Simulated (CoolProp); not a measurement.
Vapour-liquid equilibrium of n-octane (1) + m-xylene (2) at 0.000543 MPa; x and y are mole fractions of (1).

Values from CoolProp's multi-fluid Helmholtz-energy mixture model, Beckmüller 2019 and Zhou 2012; pair parameters Bell 2016.

Problem. Give the bubble temperature and the first vapour's composition at x = 0.05, 0.35, 0.75. Is there an azeotrope?

Solution. x = 0.05: 12.4 °C, y = 0.093; x = 0.35: 9.0 °C, y = 0.492; x = 0.75: 6.2 °C, y = 0.827. No azeotrope shows between x = 0.05 and 0.95.

The pair parameters rest on a limited set of measurements; away from them the model extrapolates.
